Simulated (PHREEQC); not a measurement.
Dissolve 0.002 mol KCl, 0.0017 mol Na2SO4 and 0.074 mol CuSO4 per kg of water at 80 °C. Closed to the air; pH follows from the charge balance.

Computed with PHREEQC (ion-association model, phreeqc.dat).

Precipitation was switched off in this run.

**Question.** Estimate the pH, density, ionic strength.

**Answer.** pH 4.08; density 0.983 g/cm³; ionic strength 0.158 mol/kgw.

**Question.** In which forms is K present?

**Answer.** K+ 86 %, KSO4- 14 % of the K.

Species that the database lacks are ignored. Constants without temperature data keep their 25 °C values here.
